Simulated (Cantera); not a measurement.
An isothermal, constant-pressure homogeneous reactor starts with CH4 : N2 = 1 : 5.2 (molar parts), at 1575 K and 1.01 bar.

Detailed kinetics in Cantera: GRI-Mech 3.0 (53 species, 325 reactions). GRI-Mech 3.0 stops at C3 and has no aromatics, soot or wall deposition, so with more carbon than oxygen in the feed, carbon stays in small species such as C2H2 where larger ones or solid carbon would form.

x: mole fraction; the columns are a selection and need not sum to one.

```json
[
 {"t (s)": "0.000100", "x CH4": "0.161", "x CH3": "4.43e-5", "x C2H": "<1e-12", "x C2H4": "2.41e-7", "x CH2": "5.57e-10", "x H": "6.31e-8", "x C2H2": "2.68e-10"},
 {"t (s)": "0.000316", "x CH4": "0.161", "x CH3": "0.000110", "x C2H": "<1e-12", "x C2H4": "5.82e-6", "x CH2": "3.34e-9", "x H": "8.53e-8", "x C2H2": "2.85e-8"},
 {"t (s)": "0.00100", "x CH4": "0.161", "x CH3": "0.000186", "x C2H": "1.91e-12", "x C2H4": "7.15e-5", "x CH2": "9.39e-9", "x H": "1.52e-7", "x C2H2": "1.66e-6"},
 {"t (s)": "0.00316", "x CH4": "0.159", "x CH3": "0.000293", "x C2H": "4.17e-11", "x C2H4": "0.000634", "x CH2": "2.29e-8", "x H": "4.44e-7", "x C2H2": "6.63e-5"},
 {"t (s)": "0.0100", "x CH4": "0.149", "x CH3": "0.000331", "x C2H": "7.01e-10", "x C2H4": "0.00302", "x CH2": "3.09e-8", "x H": "1.67e-6", "x C2H2": "0.00171"},
 {"t (s)": "0.0316", "x CH4": "…", "x CH3": "…", "x C2H": "…", "x C2H4": "0.00281", "x CH2": "…", "x H": "…", "x C2H2": "…"},
 {"t (s)": "0.100", "x CH4": "…", "x CH3": "…", "x C2H": "…", "x C2H4": "…", "x CH2": "…", "x H": "…", "x C2H2": "…"},
 {"t (s)": "0.316", "x CH4": "0.0483", "x CH3": "8.09e-5", "x C2H": "1.15e-8", "x C2H4": "0.00120", "x CH2": "5.95e-9", "x H": "1.20e-5", "x C2H2": "0.0475"},
 {"t (s)": "1.00", "x CH4": "0.0186", "x CH3": "3.35e-5", "x C2H": "1.56e-8", "x C2H4": "0.00157", "x CH2": "2.67e-9", "x H": "1.62e-5", "x C2H2": "0.0600"}
]
```

**Question.** What belongs in the gaps?

**Answer.** 
- 0.0316, x CH4: 0.127
- 0.0316, x CH3: 0.000238
- 0.0316, x C2H: 3.40e-9
- 0.0316, x CH2: 1.91e-8
- 0.0316, x H: 4.08e-6
- 0.0316, x C2H2: 0.0118
- 0.100, x CH4: 0.0909
- 0.100, x CH3: 0.000153
- 0.100, x C2H: 7.14e-9
- 0.100, x C2H4: 0.00133
- 0.100, x CH2: 1.12e-8
- 0.100, x H: 7.56e-6
- 0.100, x C2H2: 0.0289
